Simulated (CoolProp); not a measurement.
A single-stage vapour-compression cycle with R115: evaporating at 251.15 K (dew point), condensing at 288.15 K (bubble point), superheat 10 K, subcooling 5 K, compressor efficiency 0.85, no pressure losses. Each further row changes one setting.

Model: reference Helmholtz-energy equation of state, Lemmon 2016, in CoolProp.

```json
[
 {"case": "as stated", "cooling COP": "4.91", "pressure ratio": "3.34", "discharge temperature (K)": "296.2", "refrigerating effect (kJ/kg)": "93.1", "volumetric capacity (kJ/m³)": "1450"},
 {"case": "evaporating temperature 256.15 K", "cooling COP": "[?]", "pressure ratio": "2.78", "discharge temperature (K)": "296.2", "refrigerating effect (kJ/kg)": "96.0", "volumetric capacity (kJ/m³)": "1790"},
 {"case": "condensing temperature 283.15 K", "cooling COP": "[?]", "pressure ratio": "2.90", "discharge temperature (K)": "291.7", "refrigerating effect (kJ/kg)": "98.3", "volumetric capacity (kJ/m³)": "1540"},
 {"case": "subcooling 10 K", "cooling COP": "[?]", "pressure ratio": "3.34", "discharge temperature (K)": "296.2", "refrigerating effect (kJ/kg)": "98.3", "volumetric capacity (kJ/m³)": "1540"},
 {"case": "superheat 20 K", "cooling COP": "5.02", "pressure ratio": "3.34", "discharge temperature (K)": "306.1", "refrigerating effect (kJ/kg)": "[?]", "volumetric capacity (kJ/m³)": "1490"},
 {"case": "compressor efficiency 0.75", "cooling COP": "4.33", "pressure ratio": "3.34", "discharge temperature (K)": "299.3", "refrigerating effect (kJ/kg)": "93.1", "volumetric capacity (kJ/m³)": "1450"}
]
```

### Question
Fill in the missing entries.

### Answer

- evaporating temperature 256.15 K, cooling COP: 5.96
- condensing temperature 283.15 K, cooling COP: 5.88
- subcooling 10 K, cooling COP: 5.19
- superheat 20 K, refrigerating effect (kJ/kg): 100
